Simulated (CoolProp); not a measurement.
Methanol at 293.15 K and 17.5 MPa is throttled through a valve to 8.05 MPa with no heat exchange. Each further row changes one setting.

Model: reference Helmholtz-energy equation of state, de Reuck 1993, in CoolProp.

```
case                      temperature change (K)  final density (kg/m³)
------------------------  ----------------------  ---------------------
as stated                             (withheld)             (withheld)
outlet pressure 2.42 MPa              (withheld)             (withheld)
outlet pressure 10.5 MPa              (withheld)             (withheld)
```

Some entries are withheld; supply them.


- as stated, temperature change (K): +3.2
- as stated, final density (kg/m³): 795
- outlet pressure 2.42 MPa, temperature change (K): +5.0
- outlet pressure 2.42 MPa, final density (kg/m³): 789
- outlet pressure 10.5 MPa, temperature change (K): +2.4
- outlet pressure 10.5 MPa, final density (kg/m³): 798
